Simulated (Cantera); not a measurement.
## Equilibrium for silicon oxide and oxynitride deposition: SiH2Cl2 + H2O + H2

Charge: 1 mol SiH2Cl2, 5.9 mol H2O, 8.1 mol H2, held at 1550 °C and 173 Torr.

Method: chemical equilibrium by Gibbs-energy minimisation in Cantera with the NASA 1993 tables (ideal gas, pure condensed phases). Candidate condensed phases: H2O, Si, SiO2; 30 gas species. The tables hold silica as quartz up to 1696 K and as liquid above; real silica turns to tridymite and cristobalite and melts near 1996 K. Gases not in the tables: Si(OH)4. Equilibrium is a limit: real reactors are often held back by kinetics, nucleation or transport.

| Item | Result |
|---|---|
| x(H2) | 0.631 |
| x(H2O) | 0.244 |
| x(HCl) | 0.125 |
| x(H) | 0.000718 |
| x(Cl) | 0.000108 |
| x(SiO) | 3.85e-5 |
| x(OH) | 1.93e-5 |
| n(SiO2(condensed)) | 0.999 mol |
| gas amount | 16.01 mol |
| log10 activity of Si(l) (absent) | -7.58 |
